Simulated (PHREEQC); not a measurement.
A solution holds 43 mmol/kgw H2SO4, 27 mmol/kgw Fe(NO3)3 and 91 mmol/kgw CuSO4, at 15 °C. Closed to the air; pH follows from the charge balance.

Model: ion-association model, phreeqc.dat, run in PHREEQC.

```json
[
 {"quantity": "pH", "before": "1.45", "after": "1.37"},
 {"quantity": "ionic strength (mol/kgw)", "before": "0.303", "after": "0.219"},
 {"quantity": "Cu+2 (mol/kgw)", "before": "0.0606", "after": "0.0335"},
 {"quantity": "SO4-2 (mol/kgw)", "before": "0.0378", "after": "0.0214"},
 {"quantity": "HSO4- (mol/kgw)", "before": "0.0366", "after": "0.0277"},
 {"quantity": "CuSO4 (mol/kgw)", "before": "0.0304", "after": "0.0120"},
 {"quantity": "SI of Goethite (FeOOH)", "before": "+1.16", "after": "+1.13"},
 {"quantity": "SI of Hematite (Fe2O3)", "before": "+4.28", "after": "+4.22"}
]
```

Task: What was changed between the two runs?
(A) temperature from 15 to 50 °C
(B) 0.0022 mol/kgw Li2CO3 added
(C) CuSO4 from 0.091 to 0.0091 mol/kgw
(D) CuSO4 from 0.091 to 0.0455 mol/kgw

Result: D, CuSO4 from 0.091 to 0.0455 mol/kgw

No solid was allowed to form. Some of these states are supersaturated (in Hematite (slow to form), Goethite (slow to form), for instance).
